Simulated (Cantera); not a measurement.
Feed: 1 mol CH₃SiCl₃, 130 mol H₂, equilibrated at 50000 Pa.

These are equilibrium values from Cantera (NASA tables, ideal gas, pure condensed phases), not measurements of a reactor. Candidate condensed phases: C, C₆H₆, C₇H₈, C₈H₁₈, Si, SiC; 109 gas species. The feed counts by its element totals alone. The tables' values for SiCl are old estimates; treat these amounts as uncertain. Gases not in the tables: Si₂H₆ and higher silanes. The numbers say what is thermodynamically allowed, not how fast it happens. All values below are at 2198 K.

Base state: H₂ 0.969, HCl 0.0217, H 0.00775, C₂H₂ (acetylene) 0.000321, SiCl₂ 0.000278, Si 0.000213, Cl 0.000127, SiH₂ 8.44e-5 (mole fractions); condensed: SiC(s).

**Question.** What changes in the equilibrium state with this change: CH₃SiCl₃ replaced by Si(CH₃)₄?

**Answer.** 
| species | before | after |
|---|---|---|
| H₂ | 0.969 | 0.989 |
| H | 0.00775 | 0.00783 |
| C₂H₂ (acetylene) | 0.000321 | 0.00251 |
| HCl | 0.0217 | 0 |
| Si | 0.000213 | 7.71e-5 |
| SiCl₂ | 0.000278 | 0 |
| Cl | 0.000127 | 0 |
| SiCl | 4.15e-5 | 0 |
| CH₄ | 4.49e-5 | 0.000129 |
| SiC(s), mol | 0.905 | 0.980 |
| C(graphite), mol | 0 | 2.31 |
